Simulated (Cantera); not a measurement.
Source: NASA polynomial tables (part measured, part estimated), evaluated in Cantera. Values are per mole of reaction as written; species without (g) are pure solids or liquids, kept so even where they would boil at 1 bar. TaC: taken at fixed stoichiometry.

C₆H₆(g) + 9 Ta + 3 HCN(g) ⇌ 3 NH₃(g) + 9 TaC

```
T (K)  ΔH° (kJ)  ΔS° (J/K)  ΔG° (kJ)  log10 K
-----  --------  ---------  --------  -------
300     -1922.5     -288.0   -1836.1   319.69
1900          …          …         …        …
2000    -1883.9     -245.8   -1392.3    36.36
2100    -1880.3     -244.0   -1367.9    34.02
2200          …          …         …        …
2300          …          …         …        …
2400    -1868.4     -238.7   -1295.5    28.19
2500    -1864.4     -237.1   -1271.7    26.57
2600    -1860.3     -235.5   -1248.0    25.07
2700          …          …         …        …
```

### Question
Fill in the missing entries.

### Answer

- 1900, ΔH° (kJ): -1887.3
- 1900, ΔS° (J/K): -247.5
- 1900, ΔG° (kJ): -1417.0
- 1900, log10 K: 38.96
- 2200, ΔH° (kJ): -1876.5
- 2200, ΔS° (J/K): -242.2
- 2200, ΔG° (kJ): -1343.5
- 2200, log10 K: 31.90
- 2300, ΔH° (kJ): -1872.5
- 2300, ΔS° (J/K): -240.5
- 2300, ΔG° (kJ): -1319.4
- 2300, log10 K: 29.96
- 2700, ΔH° (kJ): -1856.5
- 2700, ΔS° (J/K): -234.0
- 2700, ΔG° (kJ): -1224.6
- 2700, log10 K: 23.69
